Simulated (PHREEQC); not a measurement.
0.027 g of hydrous ferric oxide (600 m²/g; 0.2 weak and 0.005 strong sites per Fe, Dzombak-Morel constants, diffuse double layer) in 1 kg of water with 0.05 mol/kgw of an inert sodium salt, at 25 °C; the pH is set by adding NaOH or the inert anion's acid. Oxygen is held at 0.21 atm. No CO2 enters from the air. Nothing may precipitate in this run.

All values are PHREEQC results (ion-association model, wateq4f.dat), not measurements.

Predict surface charge σ (C/m²), surface potential ψ (mV) at pH = 3.5, 4, 5, 7, 8.5.


```
pH   surface charge σ (C/m²)  surface potential ψ (mV)
---  -----------------------  ------------------------
3.5                    0.335                       166
4                      0.294                       160
5                      0.181                       135
7                      0.034                        56
8.5                   -0.010                       -20
```

Complexes and solids missing from the database can't appear. The oxide is taken as insoluble; below pH 4 it would dissolve.
